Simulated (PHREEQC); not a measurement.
Synthetic water in mg/L, 25 °C, pH 3.46, pe 10.1:

```json
[
 {"constituent": "Na", "mg/L": "2240"},
 {"constituent": "K", "mg/L": "262"},
 {"constituent": "Ca", "mg/L": "49.2"},
 {"constituent": "Mg", "mg/L": "364"},
 {"constituent": "Cl", "mg/L": "1540"},
 {"constituent": "S(6) as SO4", "mg/L": "4560"},
 {"constituent": "Al", "mg/L": "1.92"}
]
```

Valence states are taken as typed.

Equilibrium calculation in PHREEQC: ion-association model, phreeqc.dat.

Each row changes one thing in this solution. Precipitation was switched off in this run.

```tsv
case	ionic strength (mol/kgw)	Na+ (mol/kgw)	SO4-2 (mol/kgw)	Mg+2 (mol/kgw)	MgSO4 (mol/kgw)	K+ (mol/kgw)	SI of Gypsum (CaSO4:2H2O)	SI of Gibbsite (Al(OH)3)
as made	0.161	0.0933	0.0343	0.00802	0.00709	0.00630	-0.97	-3.72
all concentrations times 2 at the same typed pH	0.309	0.184	0.0631	0.0147	0.0158	0.0124	-0.62	-3.64
S(6) from 4560 to 13700 mg/L	0.326	0.0865	0.119	0.00516	0.0101	0.00573	-0.78	-4.29
```

Species that the database lacks are ignored.
